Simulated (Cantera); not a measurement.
Feed: 1 mol Fe₂O₃, 4.2 mol CH₄, 0.63 mol N₂, held at 0.580 bar.

These are equilibrium values from Cantera (NASA tables, ideal gas, pure condensed phases), not measurements of a reactor. Candidate condensed phases: C, C₆H₆, C₇H₈, C₈H₁₈, Fe, Fe(CO)₅, FeO, Fe(OH)₂, Fe(OH)₃, Fe₂O₃, Fe₃O₄, H₂O; 140 gas species. Iron dissolves carbon and melts from about 1420 K in contact with it, which pure phases cannot show. Condensed phases not in the tables: cementite and carbon dissolved in iron. Kinetics and transport are ignored.

x: gas mole fraction; n: condensed amount in mol.

```
T (K)   x H₂   x CO      x Fe    x N₂       x H     x HCN  x C₂H₂ (acetylene)  n C(graphite)  n Fe(γ)  n Fe(δ)  n Fe(l)
-----  -----  -----  --------  ------  --------  --------  ------------------  -------------  -------  -------  -------
1323   0.696  0.249   3.58e-9  0.0525   1.74e-6   4.89e-5             5.74e-7           1.19     2.00        0        0
1473   0.697  0.249   1.44e-7  0.0523   1.39e-5  0.000166             4.53e-6           1.19     2.00        0        0
1623   0.697  0.249   2.88e-6  0.0522   7.58e-5  0.000449             2.43e-5           1.19     2.00        0        0
1773   0.697  0.249   3.41e-5  0.0518  0.000312   0.00102             9.76e-5           1.18        0     2.00        0
1923   0.696  0.249  0.000255  0.0513   0.00103   0.00203            0.000314           1.17        0        0     2.00
2073   0.692  0.249   0.00138  0.0503   0.00287   0.00363            0.000848           1.13        0        0     1.98
2223   0.683  0.247   0.00589  0.0487   0.00695   0.00592             0.00198           1.07        0        0     1.93
2373   0.662  0.242    0.0207  0.0460    0.0149   0.00884             0.00407            ___        0        0     1.74
2523   0.617  0.230    0.0618  0.0416    0.0287    0.0120             0.00734            ___        0        0     1.20
2673   0.539  0.209     0.139  0.0354    0.0494    0.0146              0.0115            ___        0        0        0
```

Task: What belongs in the gaps?

Result: 
- 2373, n C(graphite): 0.977
- 2523, n C(graphite): 0.829
- 2673, n C(graphite): 0.615
